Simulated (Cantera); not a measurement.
**Ignition delay**

Mixture: C3H8 : O2 : N2 = 1 : 7.14 : 26.9 (molar parts), equivalence ratio 0.70, at 1900000 Pa, adiabatic and at constant pressure. Ignition delay is the time to a rise of 400 K.

Cantera simulation using GRI-Mech 3.0 (53 species, 325 reactions); the numbers are that mechanism's predictions, not measurements. GRI-Mech 3.0 was tuned for natural gas; its chemistry of propane as a main component is partial and can be far from experiment. The pressure lies above the range GRI-Mech 3.0 was tuned for (to about 10 atm).

```
T0 (K)  delay (ms)
------  ----------
1073          8.73
1123          3.61
1173          1.53
1223         0.663
1273         0.296
1323         0.137
1373        0.0671
1423        0.0347
1473        0.0190
1523        0.0111
```

| Item | Value |
|---|---|
| apparent activation energy between 1423 and 1523 K | 200 kJ/mol |
